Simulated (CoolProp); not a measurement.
A single-stage vapour-compression cycle with R245fa: evaporating at 306.15 K (dew point), condensing at 359.15 K (bubble point), superheat 8 K, subcooling 0 K, compressor efficiency 0.9, no pressure losses. Each further row changes one setting.

The numbers come from the reference Helmholtz-energy equation of state, Akasaka 2015 in CoolProp.

| case | cooling COP | pressure ratio | discharge temperature (K) | refrigerating effect (kJ/kg) | volumetric capacity (kJ/m³) |
|---|---|---|---|---|---|
| as stated | (withheld) | 4.62 | 360.3 | 119 | 1280 |
| evaporating temperature 311.15 K | 4.41 | (withheld) | 360.7 | (withheld) | (withheld) |
| condensing temperature 354.15 K | (withheld) | 4.09 | 356.0 | 126 | 1370 |
| subcooling 5 K | 4.05 | 4.62 | 360.3 | 126 | 1370 |
| superheat 18 K | (withheld) | 4.62 | 369.7 | 128 | 1330 |
| compressor efficiency 0.8 | (withheld) | 4.62 | (withheld) | 119 | 1280 |

### Question
Fill in the missing entries.

### Answer

- as stated, cooling COP: 3.81
- evaporating temperature 311.15 K, pressure ratio: 3.90
- evaporating temperature 311.15 K, refrigerating effect (kJ/kg): 123
- evaporating temperature 311.15 K, volumetric capacity (kJ/m³): 1560
- condensing temperature 354.15 K, cooling COP: 4.39
- superheat 18 K, cooling COP: 3.93
- compressor efficiency 0.8, cooling COP: 3.39
- compressor efficiency 0.8, discharge temperature (K): 363.7
